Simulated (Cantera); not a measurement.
Cantera run:

```python
import numpy as np
import cantera as ct

gas_names = [...]  # 87 gases of nasa_gas.yaml made of C, H, Si
cond_names = """
    C(gr) C6H6(L) C7H8(L) C8H18(L),n-octa Si(cr) Si(L) SiC(b)
""".split()


# ... load() reads the species with a 1 bar reference pressure and builds the phases ...
atoms = {
    'Si(CH3)4': {'Si': 1, 'C': 4, 'H': 12},
    'H2': {'H': 2},
}
top_T = {'C(gr)': 4500, 'SiC(b)': 3050}  # K; cautious upper limits of use, not melting points


# ... equilibrate(T, P, feed) seeds the gas with the atoms and calls Mixture.equilibrate('TP', solver="vcs", rtol=1e-11, max_steps=5000) ...
results = []
feed = {'Si(CH3)4': 1, 'H2': 1.3}  # mol
P = 2600  # Pa
for T in [1100, 1250, 1400, 1550, 1700, 1850, 2000, 2150, 2300, 2450]:
    mix = equilibrate(T, P, feed)
    results.append((T, P, feed, dict(zip(mix.species_names, mix.species_moles))))

top = {s: max(r[3][s] / sum(r[3][g] for g in gas_names) for r in results) for s in gas_names}
cols = sorted((s for s in top if top[s] > 1e-06), key=lambda s: -top[s])[:5]
seen = [c for c in cond_names if any(r[3].get(c, 0) > 1e-12 for r in results)]
print("log10 of partial pressures in bar; condensed amounts in mol")
print(f"{'T/K':>10s}" + "".join(f"{s[:9]:>10s}" for s in cols + seen))
for T, P, feed, n in results:
    ng = sum(n[g] for g in gas_names)
    print(f"{T:10.4g}" + "".join(f"{np.log10(max(n[s] / ng * P / 1e5, 1e-99)):10.3f}" for s in cols)
          + "".join(f"{n.get(c, 0):10.4g}" for c in seen))
```

Result:

```
log10 of partial pressures in bar; condensed amounts in mol
       T/K        H2         H        Si C2H2,acet      SiC2     C(gr)    SiC(b)
      1100    -1.585    -8.380   -16.689    -9.461   -21.497     2.993         1
      1250    -1.585    -7.108   -13.727    -8.184   -17.607     2.998         1
      1400    -1.585    -6.106   -11.404    -7.184   -14.561     2.999         1
      1550    -1.585    -5.294    -9.534    -6.380   -12.112     2.999         1
      1700    -1.585    -4.624    -7.997    -5.720   -10.103     2.999         1
      1850    -1.587    -4.062    -6.712    -5.169    -8.425     2.996    0.9999
      2000    -1.590    -3.584    -5.622    -4.704    -7.005      2.99    0.9991
      2150    -1.598    -3.174    -4.686    -4.311    -5.788     2.978    0.9925
      2300    -1.616    -2.822    -3.874    -3.980    -4.734     2.978    0.9464
      2450    -1.660    -2.527    -3.162    -3.719    -3.812     3.084    0.6728
```

Equilibrium computed with Cantera from the NASA thermochemical tables; the gas is ideal and each condensed phase is pure. Gases not in the tables: Si2H6 and higher silanes.
